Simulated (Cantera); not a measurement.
A closed system holds: 1 mol Fe2O3, 1.1 mol H2S, 0.89 mol N2, equilibrated at 41.3 Torr.

These are equilibrium values from Cantera (NASA tables, ideal gas, pure condensed phases), not measurements of a reactor. Candidate condensed phases: Fe, FeO, Fe(OH)2, Fe(OH)3, FeS, FeSO4, FeS2, Fe2O3, Fe2(SO4)3, Fe3O4, H2O, H2SO4, S; 38 gas species. Metal and sulfide melt together well below either melting point, which pure phases cannot show. Mutual solubility and eutectic melting of coexisting phases are not modelled. The tables' stoichiometric FeO is somewhat more stable than real wüstite, so its field is too wide. FeO, FeS: taken at fixed stoichiometry. Gases not in the tables: S3 to S7. Equilibrium is a limit: real reactors are often held back by kinetics, nucleation or transport.

Question: Which condensed phases are stable at each of these points (T (°C)): 552, 602, 652, 702, 752, 802, 852, 902, 952, 1002, 1052, 1102?

Answer: 
```json
[
 {"T (°C)": "552", "condensed phases": "FeS(s) + Fe3O4(s)", "Fe condensed (%)": "100.0"},
 {"T (°C)": "602", "condensed phases": "FeS(s) + Fe3O4(s)", "Fe condensed (%)": "100.0"},
 {"T (°C)": "652", "condensed phases": "FeS(s) + Fe3O4(s)", "Fe condensed (%)": "100.0"},
 {"T (°C)": "702", "condensed phases": "FeS(s) + Fe3O4(s)", "Fe condensed (%)": "100.0"},
 {"T (°C)": "752", "condensed phases": "FeS(s) + Fe3O4(s)", "Fe condensed (%)": "100.0"},
 {"T (°C)": "802", "condensed phases": "FeS(s) + Fe3O4(s)", "Fe condensed (%)": "100.0"},
 {"T (°C)": "852", "condensed phases": "FeS(s) + Fe3O4(s)", "Fe condensed (%)": "100.0"},
 {"T (°C)": "902", "condensed phases": "FeS(s) + Fe3O4(s)", "Fe condensed (%)": "100.0"},
 {"T (°C)": "952", "condensed phases": "FeS(s) + Fe3O4(s)", "Fe condensed (%)": "100.0"},
 {"T (°C)": "1002", "condensed phases": "FeO(s) + FeS(s)", "Fe condensed (%)": "100.0"},
 {"T (°C)": "1052", "condensed phases": "FeO(s) + FeS(s)", "Fe condensed (%)": "100.0"},
 {"T (°C)": "1102", "condensed phases": "FeO(s) + FeS(s)", "Fe condensed (%)": "100.0"}
]
```

From 552 °C to 952 °C the condensed part is FeS(s) + Fe3O4(s). From 1002 °C to 1102 °C the condensed part is FeO(s) + FeS(s).
